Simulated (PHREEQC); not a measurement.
Dissolve 12 mmol/kgw HF, 3.4 mmol/kgw K3PO4 and 1.7 mmol/kgw Cu(NO3)2 at 25 °C. Closed to the air; pH follows from the charge balance.

Model: ion-association model, wateq4f.dat, run in PHREEQC.

```tsv
quantity	before	after
pH	3.35	2.42
ionic strength (mol/kgw)	0.0155	0.00921
H2PO4- (mol/kgw)	0.00321	0.00225
Cu+2 (mol/kgw)	0.00157	0.00166
HPO4-2 (mol/kgw)	6.38e-7	4.88e-8
CuOH+ (mol/kgw)	2.47e-8	3.28e-9
SI of Tenorite (CuO)	-3.94	-5.73
SI of Cu3(PO4)2:3H2O (Cu3(PO4)2:3H2O)	-4.72	-8.53
```

Problem. Which change was made?
A. K3PO4 replaced by K2HPO4 at the same molality
B. diluted 5-fold with water
C. K3PO4 replaced by H3PO4 at the same molality
D. Cu(NO3)2 from 0.0017 to 0.00187 mol/kgw
E. HF left out

Solution. C, K3PO4 replaced by H3PO4 at the same molality

Precipitation was switched off in this run. H3PO4, which wateq4f.dat lacks, is added to it with the constant of phreeqc.dat. The database has no phosphate complexes of Cu.
